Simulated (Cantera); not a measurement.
A perfectly stirred reactor is fed with 8.01 % CO, 5.69 % H2, 0.713 % CH4, 18.0 % O2, 67.6 % N2, equivalence ratio 0.46, at 3.06 atm; it is adiabatic with a 575 K inlet, and is followed from long to short residence time, starting on the burning branch (τ in s: 0.24, 0.11, 0.05, 0.023, 0.01, 0.0047, 0.0022, 0.00098, 0.00044, 0.0002, 9.2e-05, 4.2e-05).

Detailed kinetics in Cantera: GRI-Mech 3.0 (53 species, 325 reactions).

Problem. Predict: blow-out, bracketed by the residence times tried; x(CO) at τ = 0.240 s; x(H2) at τ = 0.240 s; x(CH4) at τ = 0.240 s; x(H2O2) at τ = 0.240 s; x(CO) at τ = 2.20 ms; x(H2) at τ = 2.20 ms; x(CH4) at τ = 2.20 ms; x(H2O2) at τ = 2.20 ms.

Solution. 
| Property | Value |
|---|---|
| blow-out, bracketed by the residence times tried | burning at 92.0 µs, out at 42.0 µs |
| x(CO) at τ = 0.240 s | 0.000151 |
| x(H2) at τ = 0.240 s | 1.99e-5 |
| x(CH4) at τ = 0.240 s | 3.98e-7 |
| x(H2O2) at τ = 0.240 s | 5.81e-8 |
| x(CO) at τ = 2.20 ms | 0.00325 |
| x(H2) at τ = 2.20 ms | 0.000352 |
| x(CH4) at τ = 2.20 ms | 8.68e-6 |
| x(H2O2) at τ = 2.20 ms | 3.59e-7 |
